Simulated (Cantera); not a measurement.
A perfectly stirred reactor is fed with CO : O2 : H2O : N2 = 0.0028 : 0.0039 : 0.00098 : 1 (molar parts), at 3750 Torr; it is held at 1425 K, and followed from long to short residence time.

Detailed kinetics in Cantera: GRI-Mech 3.0 (53 species, 325 reactions).

Predict: x(CO) at τ = 3.00 s; x(O2) at τ = 3.00 s; x(H2O) at τ = 3.00 s; x(N2O) at τ = 3.00 s; x(NO) at τ = 3.00 s; x(CO) at τ = 12.0 ms; x(O2) at τ = 12.0 ms; x(H2O) at τ = 12.0 ms; x(N2O) at τ = 12.0 ms; x(NO) at τ = 12.0 ms.


```
Quantity                  Value
---------------------  --------
x(CO) at τ = 3.00 s     1.46e-5
x(O2) at τ = 3.00 s     0.00249
x(H2O) at τ = 3.00 s   0.000971
x(N2O) at τ = 3.00 s    5.36e-7
x(NO) at τ = 3.00 s     1.49e-6
x(CO) at τ = 12.0 ms   0.000647
x(O2) at τ = 12.0 ms    0.00279
x(H2O) at τ = 12.0 ms  0.000954
x(N2O) at τ = 12.0 ms   2.17e-6
x(NO) at τ = 12.0 ms    8.85e-7
```
